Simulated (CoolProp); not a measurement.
A simple Rankine cycle with isobutane: condensing at 328.15 K, boiler at 2.42 MPa, turbine inlet 399.1 K, turbine efficiency 0.75, pump efficiency 0.7, no recuperator. Each further row changes one setting.

The numbers come from the reference Helmholtz-energy equation of state, Bücker 2006 in CoolProp.

| case | thermal efficiency (%) | net work (kJ/kg) | heat in (kJ/kg) | turbine exit temperature (K) | volume ratio over the turbine |
|---|---|---|---|---|---|
| as stated | 8.1 | (withheld) | 391 | 360.6 | 3.65 |
| turbine inlet 419.1 K | 8.1 | 36.1 | 446 | 384.2 | 3.46 |
| condensing temperature 320.15 K | 9.2 | 38.0 | (withheld) | (withheld) | 4.46 |
| boiler pressure 1.69 MPa | 6.0 | (withheld) | 418 | 376.3 | (withheld) |
| turbine efficiency 0.65 | 6.9 | 26.9 | 391 | (withheld) | (withheld) |

Problem. What belongs in the gaps?

Solution. 
- as stated, net work (kJ/kg): 31.8
- condensing temperature 320.15 K, heat in (kJ/kg): 412
- condensing temperature 320.15 K, turbine exit temperature (K): 355.6
- boiler pressure 1.69 MPa, net work (kJ/kg): 25.0
- boiler pressure 1.69 MPa, volume ratio over the turbine: 2.31
- turbine efficiency 0.65, turbine exit temperature (K): 362.9
- turbine efficiency 0.65, volume ratio over the turbine: 3.68
